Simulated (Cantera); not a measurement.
What does this Cantera script print?

```python
import numpy as np
import cantera as ct

gas_names = """
    AL ALCL ALCL2 ALCL3 ALN AL2 AL2CL6 CL CL2 N N2
""".split()
cond_names = """
    AL(cr) AL(L) ALCL3(s) ALCL3(L) ALN(s)
""".split()


# ... load() reads the species with a 1 bar reference pressure and builds the phases ...
atoms = {
    'AlN': {'AL': 1, 'N': 1},
    'Cl2': {'CL': 2},
}
top_T = {'ALN(s)': 2750}  # K; cautious upper limits of use, not melting points


# ... equilibrate(T, P, feed) seeds the gas with the atoms and calls Mixture.equilibrate('TP', solver="vcs", rtol=1e-11, max_steps=5000) ...
results = []
feed = {'AlN': 1, 'Cl2': 0.016}  # mol
P = 5800  # Pa
for T in [773, 873, 973, 1073, 1173, 1273, 1373, 1473]:
    mix = equilibrate(T, P, feed)
    results.append((T, P, feed, dict(zip(mix.species_names, mix.species_moles))))

top = {s: max(r[3][s] / sum(r[3][g] for g in gas_names) for r in results) for s in gas_names}
cols = sorted((s for s in top if top[s] > 1e-06), key=lambda s: -top[s])[:5]
seen = [c for c in cond_names if any(r[3].get(c, 0) > 1e-12 for r in results)]
print("log10 of partial pressures in bar; condensed amounts in mol")
print(f"{'T/K':>10s}" + "".join(f"{s[:9]:>10s}" for s in cols + seen))
for T, P, feed, n in results:
    ng = sum(n[g] for g in gas_names)
    print(f"{T:10.4g}" + "".join(f"{np.log10(max(n[s] / ng * P / 1e5, 1e-99)):10.3f}" for s in cols)
          + "".join(f"{n.get(c, 0):10.4g}" for c in seen))
```

It prints:

```
log10 of partial pressures in bar; condensed amounts in mol
       T/K     ALCL3        N2    AL2CL6     ALCL2      ALCL    ALN(s)
       773    -1.512    -1.672    -2.229    -9.872   -14.975    0.9893
       873    -1.429    -1.706    -2.977    -8.167   -12.214    0.9893
       973    -1.416    -1.712    -3.667    -6.855   -10.052    0.9893
      1073    -1.414    -1.713    -4.236    -5.798    -8.302    0.9893
      1173    -1.413    -1.714    -4.704    -4.925    -6.857    0.9893
      1273    -1.414    -1.714    -5.095    -4.193    -5.642    0.9893
      1373    -1.416    -1.714    -5.428    -3.572    -4.609    0.9893
      1473    -1.425    -1.714    -5.725    -3.041    -3.721    0.9892
```

Cantera equilibrium calculation (NASA polynomials, part measured and part estimated; ideal gas, pure solids and liquids). The tables' values for AlCl2 are old estimates; treat these amounts as uncertain.
